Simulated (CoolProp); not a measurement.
Vapour-liquid equilibrium of ethanol (1) + hexamethyldisiloxane (MM) (2) at 436.3 K; x and y are mole fractions of (1).

The numbers come from the multi-fluid Helmholtz-energy mixture model, Schroeder 2014 and Thol 2016; pair parameters Bell 2016 in CoolProp.

### Question
Give the bubble pressure and the first vapour's composition at x = 0.05, 0.35, 0.725. Is there an azeotrope?

### Answer
x = 0.05: 5.769 bar, y = 0.199; x = 0.35: 9.891 bar, y = 0.593; x = 0.725: 12.39 bar, y = 0.806. No azeotrope shows between x = 0.05 and 0.95.

Pair parameters are fitted to limited data, so mixtures are less certain than the pure fluids.
